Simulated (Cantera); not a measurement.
Input (Python, Cantera):

```python
import numpy as np
import cantera as ct

gas = ct.Solution("gri30.yaml")


def delay(T, t_max=10):
    gas.TPX = T, 120000, {'CH4': 1, 'O2': 1.25, 'N2': 7.12}
    reactor = ct.IdealGasConstPressureReactor(gas, clone=False)
    net = ct.ReactorNet([reactor])
    net.rtol, net.atol = 1e-8, 1e-16
    while net.time < t_max:
        t_old, T_old = net.time, reactor.T
        net.step()
        if reactor.T > T + 400:  # ignition: a rise of 400 K
            return t_old + (T + 400 - T_old) / (reactor.T - T_old) * (net.time - t_old)
    return np.nan


taus = []
for T in [1098, 1198, 1298, 1398, 1498, 1598, 1698, 1798]:
    taus.append(delay(T))
    print(f"T0 = {T:6g} K   tau = {taus[-1]:.4e} s")
```

It prints:

```
T0 =   1098 K   tau = 3.4296e-01 s
T0 =   1198 K   tau = 7.7575e-02 s
T0 =   1298 K   tau = 2.0078e-02 s
T0 =   1398 K   tau = 5.7686e-03 s
T0 =   1498 K   tau = 1.8402e-03 s
T0 =   1598 K   tau = 6.6829e-04 s
T0 =   1698 K   tau = 2.8110e-04 s
T0 =   1798 K   tau = 1.3570e-04 s
```

Cantera simulation using GRI-Mech 3.0 (53 species, 325 reactions); the numbers are that mechanism's predictions, not measurements.
